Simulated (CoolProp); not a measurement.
A single-stage vapour-compression cycle with the fluid: evaporating at 246.15 K (dew point), condensing at 279.15 K (bubble point), superheat 0 K, subcooling 5 K, compressor efficiency 0.9, no pressure losses. The same conditions are run with several fluids, on thermodynamics alone (safety and materials aside).

Computed with CoolProp (reference Helmholtz-energy equation of state of each fluid (R11: Jacobsen 1992; C2F6 (R116): Lemmon 2006; vinyl chloride: Thol 2022; n-butane: Bücker 2006; CH2F2 (R32): Tillner-Roth 1997; R507A: Lemmon 2003)). Blends and air are pseudo-pure fits.

| fluid | cooling COP | pressure ratio | discharge temperature (K) | refrigerating effect (kJ/kg) | volumetric capacity (kJ/m³) |
|---|---|---|---|---|---|
| R11 | 6.28 | 4.76 | 298.0 | 175 | 129 |
| C2F6 (R116) | ? | 2.56 | ? | 54.9 | 3890 |
| vinyl chloride | 6.17 | 3.75 | 312.9 | 324 | 577 |
| n-butane | 6.19 | 3.95 | 284.5 | 345 | 326 |
| CH2F2 (R32) | ? | 3.18 | 316.8 | 306 | ? |
| R507A | 5.89 | 3.13 | 286.4 | 146 | 1850 |

What belongs in the gaps?


- C2F6 (R116), cooling COP: 4.69
- C2F6 (R116), discharge temperature (K): 281.9
- CH2F2 (R32), cooling COP: 5.93
- CH2F2 (R32), volumetric capacity (kJ/m³): 2620
